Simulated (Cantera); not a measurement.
What does this Cantera script print?

```python
import numpy as np
import cantera as ct

gas_names = """
    AL ALCL ALCL2 ALCL3 ALN AL2 AL2CL6 CL CL2 N N2
""".split()
cond_names = """
    AL(cr) AL(L) ALCL3(s) ALCL3(L) ALN(s)
""".split()


# ... load() reads the species with a 1 bar reference pressure and builds the phases ...
atoms = {
    'Al': {'AL': 1},
    'Cl2': {'CL': 2},
    'N2': {'N': 2},
}
top_T = {'ALN(s)': 2750}  # K; cautious upper limits of use, not melting points


# ... equilibrate(T, P, feed) seeds the gas with the atoms and calls Mixture.equilibrate('TP', solver="vcs", rtol=1e-11, max_steps=5000) ...
results = []
feed = {'Al': 1, 'Cl2': 0.32, 'N2': 1.8}  # mol
P = 100000  # Pa
for T in [525, 575, 625, 675, 725, 775, 825, 875, 925, 975, 1025, 1075, 1125, 1175]:
    mix = equilibrate(T, P, feed)
    results.append((T, P, feed, dict(zip(mix.species_names, mix.species_moles))))
    x = sorted(zip(gas.X, gas.species_names), reverse=True)
    print(f"T = {T:g} K  P = {P:g} Pa  gas = {mix.phase_moles(0):.4g} mol")
    print("   x: " + "  ".join(f"{s} {v:.3e}" for v, s in x if v > 0.0001))
    print("   condensed (mol): " + ("  ".join(f"{mix.phase(i).name} {mix.phase_moles(i):.4g}"
          for i in range(1, mix.n_phases) if mix.phase_moles(i) > 1e-12) or "none"))
```

Output:

```
T = 525 K  P = 100000 Pa  gas = 1.514 mol
   x: N2 9.289e-01  AL2CL6 6.982e-02  ALCL3 1.234e-03
   condensed (mol): ALN(s) 0.7867
T = 575 K  P = 100000 Pa  gas = 1.516 mol
   x: N2 9.276e-01  AL2CL6 6.827e-02  ALCL3 4.134e-03
   condensed (mol): ALN(s) 0.7867
T = 625 K  P = 100000 Pa  gas = 1.522 mol
   x: N2 9.243e-01  AL2CL6 6.453e-02  ALCL3 1.113e-02
   condensed (mol): ALN(s) 0.7867
T = 675 K  P = 100000 Pa  gas = 1.532 mol
   x: N2 9.180e-01  AL2CL6 5.721e-02  ALCL3 2.480e-02
   condensed (mol): ALN(s) 0.7867
T = 725 K  P = 100000 Pa  gas = 1.549 mol
   x: N2 9.080e-01  ALCL3 4.634e-02  AL2CL6 4.568e-02
   condensed (mol): ALN(s) 0.7867
T = 775 K  P = 100000 Pa  gas = 1.571 mol
   x: N2 8.957e-01  ALCL3 7.284e-02  AL2CL6 3.150e-02
   condensed (mol): ALN(s) 0.7867
T = 825 K  P = 100000 Pa  gas = 1.591 mol
   x: N2 8.843e-01  ALCL3 9.725e-02  AL2CL6 1.843e-02
   condensed (mol): ALN(s) 0.7867
T = 875 K  P = 100000 Pa  gas = 1.605 mol
   x: N2 8.766e-01  ALCL3 1.139e-01  AL2CL6 9.502e-03
   condensed (mol): ALN(s) 0.7867
T = 925 K  P = 100000 Pa  gas = 1.612 mol
   x: N2 8.724e-01  ALCL3 1.230e-01  AL2CL6 4.651e-03
   condensed (mol): ALN(s) 0.7867
T = 975 K  P = 100000 Pa  gas = 1.616 mol
   x: N2 8.703e-01  ALCL3 1.274e-01  AL2CL6 2.303e-03
   condensed (mol): ALN(s) 0.7867
T = 1025 K  P = 100000 Pa  gas = 1.618 mol
   x: N2 8.693e-01  ALCL3 1.295e-01  AL2CL6 1.190e-03
   condensed (mol): ALN(s) 0.7867
T = 1075 K  P = 100000 Pa  gas = 1.619 mol
   x: N2 8.689e-01  ALCL3 1.305e-01  AL2CL6 6.481e-04
   condensed (mol): ALN(s) 0.7867
T = 1125 K  P = 100000 Pa  gas = 1.619 mol
   x: N2 8.686e-01  ALCL3 1.310e-01  AL2CL6 3.716e-04
   condensed (mol): ALN(s) 0.7867
T = 1175 K  P = 100000 Pa  gas = 1.62 mol
   x: N2 8.685e-01  ALCL3 1.313e-01  AL2CL6 2.236e-04
   condensed (mol): ALN(s) 0.7867
```

Method: chemical equilibrium by Gibbs-energy minimisation in Cantera with the NASA 1993 tables (ideal gas, pure condensed phases). The tables' values for AlCl2 are old estimates; treat these amounts as uncertain.
